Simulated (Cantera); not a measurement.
Charge: 1 mol CS₂, 0.67 mol O₂, 0.46 mol H₂, at 3373.15 K and 1 atm.

Method: chemical equilibrium by Gibbs-energy minimisation in Cantera with the NASA 1993 tables (ideal gas, pure condensed phases). Candidate condensed phases: C, C₆H₆, C₇H₈, C₈H₁₈, H₂O, H₂SO₄, S; 123 gas species. The numbers say what is thermodynamically allowed, not how fast it happens.

Base state: CO 0.312, S 0.242, S₂ 0.133, H 0.108, SO 0.0770, H₂ 0.0616, SH 0.0388, H₂O 0.00643 (mole fractions); condensed: gas only.

### Question
What changes in the equilibrium state with this change: H₂ from 0.46 to 6.6 mol?

### Answer
```json
[
 {"species": "H₂", "before": "0.0616", "after": "0.432"},
 {"species": "H", "before": "0.108", "after": "0.286"},
 {"species": "S", "before": "0.242", "after": "0.0934"},
 {"species": "CO", "before": "0.312", "after": "0.0929"},
 {"species": "SO", "before": "0.0770", "after": "0.00992"},
 {"species": "S₂", "before": "0.133", "after": "0.0198"},
 {"species": "H₂O", "before": "0.00643", "after": "0.0151"},
 {"species": "SH", "before": "0.0388", "after": "0.0396"},
 {"species": "SO₂", "before": "0.00462", "after": "0.000199"},
 {"species": "S₂O", "before": "0.000600", "after": "2.98e-5"},
 {"species": "CO₂", "before": "0.00402", "after": "0.000400"},
 {"species": "O₂", "before": "0.000202", "after": "2.25e-5"},
 {"species": "COS", "before": "0.000332", "after": "3.82e-5"}
]
```

### Question
What changes in the equilibrium state with this change: H₂ from 0.46 to 0.11 mol?

### Answer
| species | before | after |
|---|---|---|
| CO | 0.312 | 0.365 |
| S | 0.242 | 0.275 |
| S₂ | 0.133 | 0.172 |
| H | 0.108 | 0.0417 |
| H₂ | 0.0616 | 0.00915 |
| SH | 0.0388 | 0.0170 |
| SO | 0.0770 | 0.0978 |
| H₂O | 0.00643 | 0.00107 |
| H₂S | 0.00146 | 0.000247 |
| OH | 0.00483 | 0.00208 |
| S₂O | 0.000600 | 0.000864 |
| SO₂ | 0.00462 | 0.00656 |

### Question
What changes in the equilibrium state with this change: temperature from 3373.15 K to 1123 K?

### Answer
| species | before | after |
|---|---|---|
| S₂ | 0.133 | 0.299 |
| H₂S | 0.00146 | 0.202 |
| CO₂ | 0.00402 | 0.173 |
| S | 0.242 | 6.48e-8 |
| H | 0.108 | 3.98e-9 |
| SO | 0.0770 | 1.47e-6 |
| CS₂ | 6.30e-6 | 0.0200 |
| COS | 0.000332 | 0.120 |
| SH | 0.0388 | 0.000113 |
| H₂ | 0.0616 | 0.00885 |
| CO | 0.312 | 0.167 |
| H₂O | 0.00643 | 0.0100 |
| O | 0.00499 | <1e-9 |
| OH | 0.00483 | <1e-9 |
| O₂ | 0.000202 | <1e-9 |
| CS | 8.89e-5 | 2.69e-8 |
Gases not in the tables: S₃ to S₇.
